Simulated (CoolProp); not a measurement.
Computed with CoolProp (reference Helmholtz-energy equation of state, Bücker 2006).

Task: For isobutane, give the phase and the density (kg/m³), conductivity (mW/(m K)), fugacity coefficient at 301.85 °C and 13600 kPa.

Result: 
- 301.85 °C and 13600 kPa: supercritical; density 215, conductivity 69.4, fugacity coefficient 0.714

Thermal conductivity comes from a separate model (Perkins 2002).
